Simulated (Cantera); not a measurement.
A diamond (100) surface in a fixed gas of H2 with x(CH4) = 0.0056, x(H) = 0.0096, x(CH3) = 1.9e-05, at 1075 K; coverages are run to steady state.

Detailed kinetics in Cantera: the Harris–Goodwin 1993 mechanism for the reconstructed diamond (100) surface.

θ: site fractions in the mechanism's names (c6HH fully hydrogenated, c6H* and c6*H radical sites, c6** diradical, c6HM methylated).

```json
[
 {"P (Pa)": "360", "growth (µm/h)": "0.0203", "θ c6HH": "0.532", "θ c6H*": "0.0254", "θ c6*H": "0.427", "θ c6**": "0.0158", "θ c6HM": "?"},
 {"P (Pa)": "590", "growth (µm/h)": "0.0428", "θ c6HH": "0.532", "θ c6H*": "0.0254", "θ c6*H": "0.427", "θ c6**": "0.0158", "θ c6HM": "?"},
 {"P (Pa)": "980", "growth (µm/h)": "0.0872", "θ c6HH": "0.532", "θ c6H*": "0.0254", "θ c6*H": "0.426", "θ c6**": "0.0158", "θ c6HM": "?"},
 {"P (Pa)": "1600", "growth (µm/h)": "0.165", "θ c6HH": "0.532", "θ c6H*": "0.0254", "θ c6*H": "0.426", "θ c6**": "0.0158", "θ c6HM": "?"},
 {"P (Pa)": "2700", "growth (µm/h)": "0.309", "θ c6HH": "0.531", "θ c6H*": "0.0254", "θ c6*H": "0.426", "θ c6**": "0.0158", "θ c6HM": "0.000662"},
 {"P (Pa)": "4400", "growth (µm/h)": "0.538", "θ c6HH": "0.531", "θ c6H*": "0.0254", "θ c6*H": "0.426", "θ c6**": "0.0159", "θ c6HM": "0.000709"},
 {"P (Pa)": "7300", "growth (µm/h)": "0.934", "θ c6HH": "0.531", "θ c6H*": "0.0255", "θ c6*H": "0.426", "θ c6**": "0.0159", "θ c6HM": "0.000743"},
 {"P (Pa)": "12000", "growth (µm/h)": "1.58", "θ c6HH": "0.531", "θ c6H*": "0.0256", "θ c6*H": "0.426", "θ c6**": "0.0159", "θ c6HM": "0.000765"}
]
```

**Question.** Complete the blanks.

**Answer.** 
- 360, θ c6HM: 0.000311
- 590, θ c6HM: 0.000409
- 980, θ c6HM: 0.000507
- 1600, θ c6HM: 0.000591
